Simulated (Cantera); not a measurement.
Charge: 1 mol SO2, equilibrated at 2348 K and 1 atm.

Equilibrium computed with Cantera from the NASA thermochemical tables; the gas is ideal and each condensed phase is pure. Candidate condensed phases: S; 10 gas species. Kinetics and transport are ignored.

Base state: SO2 0.968, SO 0.0208, O2 0.0102, O 0.000654, SO3 0.000241, S 0.000121, S2 3.01e-5, S2O 1.77e-5 (mole fractions); condensed: gas only.

Problem. What changes in the equilibrium state with this change: temperature from 2348 K to 923.15 K?

Solution. 
| species | before | after |
|---|---|---|
| SO2 | 0.968 | 1.000 |
| SO3 | 0.000241 | 1.40e-6 |
| SO | 0.0208 | 3.18e-7 |
| O2 | 0.0102 | <1e-9 |
| O | 0.000654 | <1e-9 |
| S | 0.000121 | <1e-9 |

Problem. What changes in the equilibrium state with this change: temperature from 2348 K to 1575 K?

Solution. 
```json
[
 {"species": "SO2", "before": "0.968", "after": "1.000"},
 {"species": "SO", "before": "0.0208", "after": "0.000202"},
 {"species": "SO3", "before": "0.000241", "after": "0.000143"},
 {"species": "O2", "before": "0.0102", "after": "2.99e-5"},
 {"species": "O", "before": "0.000654", "after": "5.82e-8"},
 {"species": "S", "before": "0.000121", "after": "2.04e-8"},
 {"species": "S2", "before": "3.01e-5", "after": "4.86e-8"}
]
```
